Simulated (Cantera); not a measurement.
Cantera run:

```python
import numpy as np
import cantera as ct

gas_names = """
    Cu CuO Cu2 H HO2 H2 H2O H2O2 O OH O2 O3
""".split()
cond_names = """
    Cu(cr) Cu(L) CuO(s) CuO2H2(s) Cu2O(s) Cu2O(L) H2O(s) H2O(L)
""".split()


# ... load() reads the species with a 1 bar reference pressure and builds the phases ...
atoms = {
    'CuO': {'Cu': 1, 'O': 1},
    'H2': {'H': 2},
    'H2O': {'H': 2, 'O': 1},
}
top_T = {'CuO(s)': 1390}  # K; cautious upper limits of use, not melting points


# ... equilibrate(T, P, feed) seeds the gas with the atoms and calls Mixture.equilibrate('TP', solver="vcs", rtol=1e-11, max_steps=5000) ...
results = []
feed = {'CuO': 1, 'H2': 100, 'H2O': 0.27}  # mol
T = 725  # K
P = 13332.2  # Pa
mix = equilibrate(T, P, feed)
results.append((T, P, feed, dict(zip(mix.species_names, mix.species_moles))))
print(gas.report(threshold=0.001))
for i in range(1, mix.n_phases):
    print(f"{mix.phase(i).name:16s} {mix.phase_moles(i):12.5e} mol")
```

Output:

```
       temperature   725 K
          pressure   13332 Pa
           density   0.004907 kg/m^3
  mean mol. weight   2.2186 kg/kmol
   phase of matter   gas

                          1 kg             1 kmol
                     ---------------   ---------------
          enthalpy         4.262e+06        9.4559e+06  J
   internal energy         1.545e+06        3.4279e+06  J
           entropy             78775        1.7477e+05  J/K
    Gibbs function        -5.285e+07       -1.1726e+08  J
 heat capacity c_p             13298             29503  J/K
 heat capacity c_v            9550.3             21189  J/K

                      mass frac. Y      mole frac. X     chem. pot. / RT
                     ---------------   ---------------   ---------------
                H2           0.89716           0.98733           -18.797
               H2O           0.10284          0.012666           -70.457
     [  +10 minor]        1.1623e-13        2.5412e-13

Cu(cr)            1.00000e+00 mol
CuO(s)            0.00000e+00 mol
CuO2H2(s)         0.00000e+00 mol
Cu2O(s)           0.00000e+00 mol
```

Cantera equilibrium calculation (NASA polynomials, part measured and part estimated; ideal gas, pure solids and liquids).
